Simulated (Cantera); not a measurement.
An adiabatic, constant-volume homogeneous reactor starts with C₃H₈ : O₂ : N₂ = 1 : 8.62 : 22.4 (molar parts), at 1823 K and 760 Torr.

Detailed kinetics in Cantera: GRI-Mech 3.0 (53 species, 325 reactions). GRI-Mech 3.0 was tuned for natural gas; its chemistry of propane as a main component is partial and can be far from experiment.

One state of this run: T (K) = 2587; P (bar) = 1.58; x C₃H₈ = 2.60e-11; x O₂ = 0.144; x CH₃ = 0.000311; x CO₂ = 0.00835; x H₂ = 0.0167; x CH₂ = 0.000110. x: mole fraction; the columns are a selection and need not sum to one.

Q: Which value of t (s) does it belong to?
A) 3.00e-6
B) 9.36e-6
C) 0.000285
D) 2.56

A: B, 9.36e-6
